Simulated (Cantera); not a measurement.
Feed: 1 mol B₂H₆, 11 mol H₂O, equilibrated at 1.00 Torr.

Equilibrium computed with Cantera from the NASA thermochemical tables; the gas is ideal and each condensed phase is pure. Candidate condensed phases: B, B₂O₃, B₃O₃H₃, H₂O; 23 gas species. The feed counts by its element totals alone. Gases not in the tables: H₃BO₃. Rates play no part. All values below are at 1450 K.

Base state: H₂O 0.468, H₂ 0.400, HBO₂ 0.131, B₂O₃ 0.00117, H 0.000164, HBO 4.43e-5 (mole fractions); condensed: gas only.

Question: What changes in the equilibrium state with this change: H₂O from 11 to 2.5 mol?

Answer: 
```
species        before     after
------------  -------  --------
H₂              0.400     0.912
HBO           4.43e-5    0.0534
B₂O₂          4.21e-8    0.0268
H₂O             0.468   8.06e-6
HBO₂            0.131   0.00119
B₃O₃H₃          <1e-9  0.000221
BO            5.10e-7  0.000407
B₂O₃          0.00117   0.00564
B(s), mol           0     0.125
B₂O₃(l), mol        0     0.585
```
Mutual solubility and eutectic melting of coexisting phases are not modelled.
